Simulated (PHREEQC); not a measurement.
Dissolve 1.3 mmol/kgw NH4Cl, 4.4 mmol/kgw KBr and 0.19 mmol/kgw KHCO3 at 25 °C. Closed to the air; pH follows from the charge balance.

Model: ion-association model, wateq4f.dat, run in PHREEQC.

Precipitation was switched off in this run.

Question: Predict the pH.

Answer: pH 7.36.

Question: In which forms is C present?

Answer: HCO3- 92 %, CO2 8.3 % of the C.
